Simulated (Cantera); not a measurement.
A closed system holds: 1 mol Si₃N₄, 0.017 mol CO₂, 5.5 mol H₂, 0.0049 mol H₂O, held at 1648 K.

Equilibrium computed with Cantera from the NASA thermochemical tables; the gas is ideal and each condensed phase is pure. Candidate condensed phases: C, C₆H₆, C₇H₈, C₈H₁₈, H₂O, Si, SiC, SiO₂, Si₂N₂O, Si₃N₄; 151 gas species. Mutual solubility and eutectic melting of coexisting phases are not modelled. The tables' values for SiN are old estimates; treat these amounts as uncertain. Equilibrium is a limit: real reactors are often held back by kinetics, nucleation or transport.

x: gas mole fraction; n: condensed amount in mol.

| P (Pa) | x H₂ | x N₂ | x Si | x H | x SiO | x CH₄ | n Si(s) | n SiC(s) | n Si₃N₄(s) | n Si₂N₂O(s) |
|---|---|---|---|---|---|---|---|---|---|---|
| 0.100 | 0.486 | 0.188 | 0.258 | 0.0621 | (withheld) | 3.90e-12 | 0.162 | 0.00327 | 0 | 0 |
| 0.750 | 0.681 | 0.252 | 0.0343 | 0.0268 | 0.00470 | 5.75e-11 | 2.67 | 0.0140 | 0 | 0 |
| 5.60 | 0.718 | 0.263 | 0.00460 | 0.0101 | 0.00489 | 4.76e-10 | 2.91 | 0.0151 | 0 | 0 |
| 42 | 0.726 | 0.264 | 0.000613 | 0.00370 | 0.00493 | 3.66e-9 | 2.94 | 0.0152 | 0 | 0 |
| 320 | 0.784 | 0.209 | 8.05e-5 | 0.00139 | 0.00531 | 3.25e-8 | 2.14 | 0.0153 | 0.269 | 0 |
| 2400 | 0.971 | 0.0278 | 1.07e-5 | 0.000566 | (withheld) | 3.74e-7 | 0.198 | 0.0167 | 0.904 | 0.0333 |
| 18000 | 0.995 | 0.00443 | 1.27e-6 | 0.000209 | (withheld) | 3.32e-6 | 0 | 0.0169 | 0.969 | 0.0382 |
| 130000 | 0.995 | 0.00432 | 4.79e-8 | 7.79e-5 | (withheld) | 8.81e-5 | 0 | 0.0164 | 0.969 | 0.0388 |
| 1000000 | 0.995 | 0.00299 | 2.04e-9 | 2.81e-5 | (withheld) | 0.00206 | 0 | 0.00545 | 0.972 | 0.0389 |

**Question.** Fill in the missing entries.

**Answer.** 
- 0.100, x SiO: 0.00350
- 2400, x SiO: 0.000945
- 18000, x SiO: 0.000119
- 130000, x SiO: 8.58e-6
- 1000000, x SiO: 6.39e-7
